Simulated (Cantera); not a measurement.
# Diamond growth

A diamond (100) surface in a fixed gas of H2 with x(CH4) = 0.0036, x(H) = 0.0059, x(CH3) = 0.0001, 0.0110 bar; coverages are run to steady state.

Cantera simulation using the Harris–Goodwin 1993 mechanism for the reconstructed diamond (100) surface; the numbers are that mechanism's predictions, not measurements.

| T (K) | growth (µm/h) | θ c6HH | θ c6H* | θ c6*H | θ c6** | θ c6HM |
|---|---|---|---|---|---|---|
| 900 | 0.336 | 0.680 | 0.0103 | 0.288 | 0.00429 | 0.0139 |
| 975 | 0.475 | 0.612 | 0.0160 | 0.351 | 0.00797 | 0.00940 |
| 1050 | 0.490 | 0.549 | 0.0228 | 0.407 | 0.0133 | 0.00505 |
| 1125 | 0.308 | 0.492 | 0.0303 | 0.454 | 0.0206 | 0.00166 |
| 1200 | 0.178 | 0.441 | 0.0383 | 0.490 | 0.0294 | 0.000385 |
| 1275 | 0.157 | 0.397 | 0.0463 | 0.516 | 0.0396 | 8.50e-5 |
| 1350 | 0.156 | 0.360 | 0.0542 | 0.534 | 0.0507 | 1.89e-5 |
θ: site fractions in the mechanism's names (c6HH fully hydrogenated, c6H* and c6*H radical sites, c6** diradical, c6HM methylated).
